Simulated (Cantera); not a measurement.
## Equilibrium for roasting and sulfation: Fe2O3 + SO3 + N2

A closed system holds: 1 mol Fe2O3, 0.6 mol SO3, 1.5 mol N2, at 1.00 bar.

Cantera equilibrium calculation (NASA polynomials, part measured and part estimated; ideal gas, pure solids and liquids). Candidate condensed phases: Fe, FeO, FeS, FeSO4, FeS2, Fe2O3, Fe2(SO4)3, Fe3O4, S; 19 gas species. The numbers say what is thermodynamically allowed, not how fast it happens.

```tsv
T (K)	x N2	x SO2	x O2	x SO3	x NO	x NO2	x O	x N2O	n Fe2O3(s)	n Fe2(SO4)3(s)
600	1.00	9.20e-8	4.60e-8	9.57e-8	1.09e-11	<1e-12	<1e-12	<1e-12	0.800	0.200
700	1.000	2.21e-5	1.10e-5	2.10e-5	2.30e-9	1.80e-11	<1e-12	<1e-12	0.800	0.200
800	0.997	0.00133	0.000666	0.00118	1.27e-7	2.21e-9	<1e-12	1.54e-11	0.801	0.199
900	0.925	0.0320	0.0160	0.0270	2.76e-6	8.91e-8	<1e-12	2.76e-10	0.832	0.168
1000	0.653	0.171	0.0855	0.0903	1.82e-5	6.26e-7	4.60e-11	1.36e-9	1.00	0
1100	0.638	0.212	0.106	0.0431	5.44e-5	1.11e-6	8.13e-10	3.68e-9	1.00	0
1200	0.631	0.232	0.116	0.0203	0.000130	1.64e-6	8.54e-9	8.17e-9	1.00	0
1300	0.628	0.241	0.120	0.0102	0.000268	2.21e-6	6.14e-8	1.59e-8	1.00	0
```
x: gas mole fraction; n: condensed amount in mol.

From 600 K to 900 K the condensed part is Fe2O3(s) + Fe2(SO4)3(s). From 1000 K to 1300 K the condensed part is Fe2O3(s).
